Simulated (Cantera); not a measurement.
An isothermal, constant-pressure homogeneous reactor starts with 14.3 % C₂H₆, 85.7 % N₂, at 1598 K and 20.0 Torr.

Computed with Cantera and GRI-Mech 3.0 (53 species, 325 reactions). GRI-Mech 3.0 stops at C3 and has no aromatics, soot or wall deposition, so with more carbon than oxygen in the feed, carbon stays in small species such as C2H2 where larger ones or solid carbon would form. Radical loss at walls, strong at low pressure, is not modelled.

Q: Predict: x(C₂H₆) at 4.00 s; x(CH₂) at 4.00 s; x(CH₃) at 4.00 s; x(C₂H₄) at 4.00 s; x(C₂H₂) at 4.00 s; x(HCN) at 4.00 s.

A: 
| Item | Value |
|---|---|
| x(C₂H₆) at 4.00 s | 6.73e-7 (gas-phase equilibrium 1.00e-9) |
| x(CH₂) at 4.00 s | 5.40e-8 (gas-phase equilibrium 1.96e-9) |
| x(CH₃) at 4.00 s | 9.93e-5 (gas-phase equilibrium 3.03e-6) |
| x(C₂H₄) at 4.00 s | 8.61e-5 (gas-phase equilibrium 3.96e-5) |
| x(C₂H₂) at 4.00 s | 0.108 (gas-phase equilibrium 0.0596) |
| x(HCN) at 4.00 s | 1.71e-6 (gas-phase equilibrium 0.103) |
